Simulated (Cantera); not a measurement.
A closed system holds: 1 mol SiC, 0.019 mol CO₂, 260 mol H₂, equilibrated at 1.10 bar.

Equilibrium computed with Cantera from the NASA thermochemical tables; the gas is ideal and each condensed phase is pure. Candidate condensed phases: C, C₆H₆, C₇H₈, C₈H₁₈, H₂O, Si, SiC, SiO₂; 123 gas species. Mutual solubility and eutectic melting of coexisting phases are not modelled. The tables hold silica as quartz up to 1696 K and as liquid above; real silica turns to tridymite and cristobalite and melts near 1996 K. Gases not in the tables: Si₂H₆ and higher silanes. Rates play no part.

x: gas mole fraction; n: condensed amount in mol.

```tsv
T (K)	x H₂	x H	x CH₄	x SiH₂	n SiC(s)	n SiO₂(β-quartz)
973	1.000	1.03e-9	0.000146	___	0.981	0.0190
1173	1.000	1.12e-7	0.000146	___	0.981	0.0190
1373	1.000	3.17e-6	0.000140	___	0.980	0.0156
1573	1.000	3.88e-5	9.15e-5	___	0.979	0
1773	1.000	0.000271	7.06e-5	___	0.980	0
1973	0.998	0.00129	6.35e-5	___	0.972	0
2173	0.995	0.00459	6.69e-5	___	0.913	0
```

Q: Complete the blanks.

A: 
- 973, x SiH₂: 1.23e-11
- 1173, x SiH₂: 1.42e-9
- 1373, x SiH₂: 4.21e-8
- 1573, x SiH₂: 7.74e-7
- 1773, x SiH₂: 6.88e-6
- 1973, x SiH₂: 3.54e-5
- 2173, x SiH₂: 0.000117
